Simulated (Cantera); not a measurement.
Input: 1 mol CH2F2, 0.037 mol HCl, 2.6 mol H2, held at 6.70e-5 bar.

Cantera equilibrium calculation (NASA polynomials, part measured and part estimated; ideal gas, pure solids and liquids). Candidate condensed phases: C, C6H6, C7H8, C8H18; 118 gas species. Rates play no part.

Problem. At 3073 K, list the 5 most abundant gas species with their mole fractions, and the condensed phases.

Solution. H 0.701, F 0.171, C 0.0869, HF 0.0296, Cl 0.00374. Condensed: gas only.
